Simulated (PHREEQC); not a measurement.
A PHREEQC speciation (ion-association model, wateq4f.dat) at 25 °C gives pH 2.18 and these molalities:

```csv
species,mol/kgw
SO4-2,0.131
NiSO4,0.0958
Ni+2,0.0737
Mn+2,0.0659
MnSO4,0.0640
HSO4-,0.0253
H+,0.00875
Ni(SO4)2-2,0.000510
```

### Question
What are the element totals, and what could have been dissolved in 1 kg of water to give them?

### Answer
Several could match; the one computed here: totals Mn(2) 0.130, Ni 0.170, S(6) 0.317 mol/kgw, from 17 mmol/kgw H2SO4, 170 mmol/kgw NiSO4 and 130 mmol/kgw MnSO4.

Precipitation was switched off in this run.
